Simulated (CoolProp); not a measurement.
R141b along the isotherm 42.95 °C: Z from the reference equation and from simpler models built on Tc = 204.4 °C, pc = 4.212 MPa, ω = 0.220; each cubic takes its own stable root.

Computed with CoolProp (reference Helmholtz-energy equation of state, Lemmon 2006). It is a short technical equation, of lower accuracy than the large ones.

```csv
p (MPa),phase,reference,Soave-Redlich-Kwong,Peng-Robinson
0.702,liquid,0.02604,0.02836,0.02509
1.4,liquid,0.05185,0.05644,0.04993
2.11,liquid,0.07803,0.08486,0.07510
2.81,liquid,0.1038,0.1128,0.09983
3.51,liquid,0.1295,0.1406,0.1245
4.21,liquid,0.1551,0.1682,0.1490
4.91,liquid,0.1806,0.1958,0.1735
5.62,liquid,[?],0.2237,0.1982
6.32,liquid,0.2318,[?],0.2226
7.02,liquid,0.2572,0.2783,0.2468
7.72,liquid,0.2825,0.3055,0.2710
8.42,liquid,0.3077,0.3326,0.2951
9.13,liquid,0.3332,0.3599,0.3195
9.83,liquid,0.3583,[?],0.3434
10.5,liquid,0.3823,0.4125,0.3663
```

Task: Some entries are withheld; supply them.

Result: 
- 5.62, reference: 0.2064
- 6.32, Soave-Redlich-Kwong: 0.2510
- 9.83, Soave-Redlich-Kwong: 0.3869
